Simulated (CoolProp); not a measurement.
Vapour pressure (MPa) of R143a: the reference equation beside estimates from Tc = 72.7 °C, pc = 3.762 MPa, ω = 0.261. Clausius-Clapeyron is anchored at -59.95 °C with a constant enthalpy of vaporisation of 19.77 kJ/mol.

The numbers come from the reference Helmholtz-energy equation of state, Lemmon and Jacobsen 2000 in CoolProp.

```tsv
T (°C)	reference	Lee-Kesler	Clausius-Clapeyron	van der Waals	Redlich-Kwong	Soave-Redlich-Kwong	Peng-Robinson
-72.25	0.02605	0.02491	0.02688	0.2704	0.05436	0.02521	0.02597
-69.25	0.03130	0.03006	0.03200	0.2950	0.06389	0.03037	0.03119
-66.15	0.03758	0.03627	0.03810	0.3221	0.07504	0.03659	0.03743
-63.05	0.04485	0.04347	0.04514	0.3509	0.08762	0.04379	0.04466
-59.95	0.05321	0.05178	0.05321	0.3813	0.1017	0.05209	0.05296
-56.95	0.06244	0.06098	0.06211	0.4124	0.1170	0.06128	0.06214
-53.85	0.07327	0.07183	0.07256	0.4463	0.1345	0.07209	0.07291
-50.75	0.08554	0.08414	0.08439	0.4820	0.1539	0.08437	0.08511
-47.65	0.09937	0.09807	0.09775	0.5196	0.1753	0.09825	0.09889
-44.55	0.1149	0.1137	0.1128	0.5590	0.1988	0.1139	0.1144
```

Absolute difference from the reference over all 10 rows, mean and median: Lee-Kesler 2.6 and 2.5 %, Clausius-Clapeyron 1.4 and 1.4 %, van der Waals 617.9 and 588.5 %, Redlich-Kwong 89.9 and 89.3 %, Soave-Redlich-Kwong 2.0 and 2.0 %, Peng-Robinson 0.4 and 0.5 %.
